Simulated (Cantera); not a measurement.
A Cantera script and what it prints.

```python
import numpy as np
import cantera as ct

gas_names = [...]  # 109 gases of nasa_gas.yaml made of C, Cl, H, Si
cond_names = """
    C(gr) C6H6(L) C7H8(L) C8H18(L),n-octa Si(cr) Si(L) SiC(b)
""".split()


# ... load() reads the species with a 1 bar reference pressure and builds the phases ...
atoms = {
    'CH3SiCl3': {'C': 1, 'H': 3, 'Si': 1, 'CL': 3},
    'C2H4': {'C': 2, 'H': 4},
    'H2': {'H': 2},
}
top_T = {'C(gr)': 4500, 'SiC(b)': 3050}  # K; cautious upper limits of use, not melting points


# ... equilibrate(T, P, feed) seeds the gas with the atoms and calls Mixture.equilibrate('TP', solver="vcs", rtol=1e-11, max_steps=5000) ...
results = []
feed = {'CH3SiCl3': 1, 'C2H4': 0.1, 'H2': 21}  # mol
T = 2225  # K
P = 1000  # Pa
mix = equilibrate(T, P, feed)
results.append((T, P, feed, dict(zip(mix.species_names, mix.species_moles))))
x = sorted(zip(gas.X, gas.species_names), reverse=True)
print(f"T = {T:g} K  P = {P:g} Pa  gas = {mix.phase_moles(0):.4g} mol")
print("   x: " + "  ".join(f"{s} {v:.3e}" for v, s in x if v > 1e-05))
print("   condensed (mol): " + ("  ".join(f"{mix.phase(i).name} {mix.phase_moles(i):.4g}"
      for i in range(1, mix.n_phases) if mix.phase_moles(i) > 1e-12) or "none"))
```

It prints:

```
T = 2225 K  P = 1000 Pa  gas = 25.18 mol
   x: H2 8.164e-01  HCL 1.068e-01  H 5.852e-02  CL 5.555e-03  Si 5.422e-03  SiCL2 3.042e-03  C2H2,acetylene 2.395e-03  SiCL 7.179e-04  SiC2 5.723e-04  Si2C 3.461e-04  SiH 2.066e-04  SiH2 3.162e-05  Si2 1.054e-05
   condensed (mol): C(gr) 0.3106  SiC(b) 0.7303
```

Cantera equilibrium calculation (NASA polynomials, part measured and part estimated; ideal gas, pure solids and liquids). The feed counts by its element totals alone. The tables' values for SiCl are old estimates; treat these amounts as uncertain. Gases not in the tables: Si2H6 and higher silanes.
